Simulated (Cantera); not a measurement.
A Cantera script and what it prints.

```python
import numpy as np
import cantera as ct

gas_names = """
    C CN CO CO2 C2 CCN CNC C2N2 C2O C3 C3O2 C4 C4N2 C5 N NCO NO NO2 NO3 N2 N2O O O2 O3 Si SiC SiC2 SiN
    SiO SiO2 Si2 Si2C Si2N Si3
""".split()
cond_names = """
    C(gr) Si(cr) Si(L) SiC(b) SiO2(Lqz) SiO2(hqz) SiO2(L) Si2N2O(s) Si3N4(a)
""".split()


def load(file, names, dense=False):
    # The tables refer to 1 bar. Condensed volumes are neglected.
    table = {s.name: s for s in ct.Species.list_from_file(file)}
    out = []
    for n in names:
        d = dict(table[n].input_data)
        d["thermo"] = dict(d["thermo"], **{"reference-pressure": 1e5})
        if dense:
            d["equation-of-state"] = {"model": "constant-volume", "density": "1e6 g/cm^3"}
        out.append(ct.Species.from_dict(d))
    return out


gas = ct.Solution(thermo="ideal-gas", species=load("nasa_gas.yaml", gas_names))
cond = {s.name: ct.Solution(thermo="fixed-stoichiometry", species=[s], name=s.name)
        for s in load("nasa_condensed.yaml", cond_names, dense=True)}
atoms = {
    'SiC': {'Si': 1, 'C': 1},
    'N2O': {'N': 2, 'O': 1},
    'N2': {'N': 2},
}
top_T = {'C(gr)': 4500, 'SiC(b)': 3050, 'Si2N2O(s)': 2100, 'Si3N4(a)': 2400}  # K; cautious upper limits of use, not melting points


def equilibrate(T, P, feed):
    n = {}
    for name, mol in feed.items():
        for a, k in atoms[name].items():
            n[a] = n.get(a, 0.0) + k * mol
    gas.TPX = T, P, n
    mass = sum(n.values()) * gas.mean_molecular_weight
    gas.equilibrate("TP")
    valid = [c for c in cond.values() if c.min_temp <= T <= top_T.get(c.name, c.max_temp)]
    mix = ct.Mixture([(gas, mass / gas.mean_molecular_weight)] + [(c, 0.0) for c in valid])
    mix.T, mix.P = T, P
    mix.equilibrate("TP", solver="vcs", rtol=1e-11, max_steps=5000)
    return mix


results = []
feed = {'SiC': 1, 'N2O': 0.026, 'N2': 5.5}  # mol
P = 530  # Pa
for T in [1048, 1098, 1148, 1198, 1248, 1298, 1348, 1398, 1448, 1498, 1548, 1598]:
    mix = equilibrate(T, P, feed)
    results.append((T, P, feed, dict(zip(mix.species_names, mix.species_moles))))
    x = sorted(zip(gas.X, gas.species_names), reverse=True)
    print(f"T = {T:g} K  P = {P:g} Pa  gas = {mix.phase_moles(0):.4g} mol")
    print("   x: " + "  ".join(f"{s} {v:.3e}" for v, s in x if v > 1e-06))
    print("   condensed (mol): " + ("  ".join(f"{mix.phase(i).name} {mix.phase_moles(i):.4g}"
          for i in range(1, mix.n_phases) if mix.phase_moles(i) > 1e-12) or "none"))
```

It prints:

```
T = 1048 K  P = 530 Pa  gas = 4.868 mol
   x: N2 1.000e+00
   condensed (mol): C(gr) 1  Si2N2O(s) 0.026  Si3N4(a) 0.316
T = 1098 K  P = 530 Pa  gas = 4.868 mol
   x: N2 1.000e+00
   condensed (mol): C(gr) 1  Si2N2O(s) 0.026  Si3N4(a) 0.316
T = 1148 K  P = 530 Pa  gas = 4.868 mol
   x: N2 1.000e+00
   condensed (mol): C(gr) 1  Si2N2O(s) 0.026  Si3N4(a) 0.316
T = 1198 K  P = 530 Pa  gas = 4.868 mol
   x: N2 1.000e+00  CO 3.852e-06
   condensed (mol): C(gr) 1  Si2N2O(s) 0.02598  Si3N4(a) 0.316
T = 1248 K  P = 530 Pa  gas = 4.868 mol
   x: N2 1.000e+00  CO 1.448e-05
   condensed (mol): C(gr) 0.9999  Si2N2O(s) 0.02593  Si3N4(a) 0.316
T = 1298 K  P = 530 Pa  gas = 4.868 mol
   x: N2 1.000e+00  CO 4.905e-05
   condensed (mol): C(gr) 0.9998  Si2N2O(s) 0.02576  Si3N4(a) 0.3162
T = 1348 K  P = 530 Pa  gas = 5.503 mol
   x: N2 9.998e-01  CO 2.321e-04
   condensed (mol): C(gr) 0.04817  SiC(b) 0.9506  Si2N2O(s) 0.02472
T = 1398 K  P = 530 Pa  gas = 5.522 mol
   x: N2 9.980e-01  CO 2.001e-03  SiO 2.479e-06
   condensed (mol): C(gr) 0.01883  SiC(b) 0.9701  Si2N2O(s) 0.01494
T = 1448 K  P = 530 Pa  gas = 5.535 mol
   x: N2 9.969e-01  CO 3.127e-03  SiO 1.379e-05
   condensed (mol): SiC(b) 0.9827  Si2N2O(s) 0.008616
T = 1498 K  P = 530 Pa  gas = 5.535 mol
   x: N2 9.968e-01  CO 3.112e-03  SiO 5.927e-05
   condensed (mol): SiC(b) 0.9828  Si2N2O(s) 0.008448
T = 1548 K  P = 530 Pa  gas = 5.536 mol
   x: N2 9.967e-01  CO 3.054e-03  SiO 2.302e-04
   condensed (mol): SiC(b) 0.9831  Si2N2O(s) 0.007816
T = 1598 K  P = 530 Pa  gas = 5.541 mol
   x: N2 9.963e-01  CO 2.860e-03  SiO 8.063e-04  Si 1.823e-06
   condensed (mol): SiC(b) 0.9842  Si2N2O(s) 0.005685
```

Cantera equilibrium calculation (NASA polynomials, part measured and part estimated; ideal gas, pure solids and liquids). Mutual solubility and eutectic melting of coexisting phases are not modelled.
